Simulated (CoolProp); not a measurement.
Dodecamethylcyclohexasiloxane (D6) along the isobar 1390 kPa: Z from the reference equation and from simpler models built on Tc = 372.6 °C, pc = 961.4 kPa, ω = 0.736; each cubic takes its own stable root.

Model: reference Helmholtz-energy equation of state, Colonna 2008, in CoolProp. It is a short technical equation, of lower accuracy than the large ones.

```json
[
 {"T (°C)": "188.35", "phase": "liquid", "reference": "0.2041"},
 {"T (°C)": "198.85", "phase": "liquid", "reference": "0.2028"},
 {"T (°C)": "209.45", "phase": "liquid", "reference": "0.2017"},
 {"T (°C)": "220.05", "phase": "liquid", "reference": "0.2009"},
 {"T (°C)": "230.65", "phase": "liquid", "reference": "0.2003"},
 {"T (°C)": "241.15", "phase": "liquid", "reference": "0.2000"},
 {"T (°C)": "251.75", "phase": "liquid", "reference": "0.1999"},
 {"T (°C)": "262.35", "phase": "liquid", "reference": "0.2001"},
 {"T (°C)": "272.85", "phase": "liquid", "reference": "0.2007"},
 {"T (°C)": "283.45", "phase": "liquid", "reference": "0.2017"},
 {"T (°C)": "294.05", "phase": "liquid", "reference": "0.2032"},
 {"T (°C)": "304.55", "phase": "liquid", "reference": "0.2051"},
 {"T (°C)": "315.15", "phase": "liquid", "reference": "0.2078"},
 {"T (°C)": "325.75", "phase": "liquid", "reference": "0.2113"},
 {"T (°C)": "336.25", "phase": "liquid", "reference": "0.2160"},
 {"T (°C)": "346.85", "phase": "liquid", "reference": "0.2222"}
]
```

### Question
How far does each simpler model (van der Waals, Redlich-Kwong, Soave-Redlich-Kwong, Peng-Robinson) lie from the reference over these 16 states: mean and median of the absolute difference, and the worst?

### Answer
- van der Waals: mean 59.9 %, median 61.1 %, worst +67.7 % at 188.35 °C and 1390 kPa
- Redlich-Kwong: mean 17.6 %, median 17.7 %, worst +17.9 % at 188.35 °C and 1390 kPa
- Soave-Redlich-Kwong: mean 7.6 %, median 7.3 %, worst +9.9 % at 346.85 °C and 1390 kPa
- Peng-Robinson: mean 4.5 %, median 4.8 %, worst -5.3 % at 251.75 °C and 1390 kPa
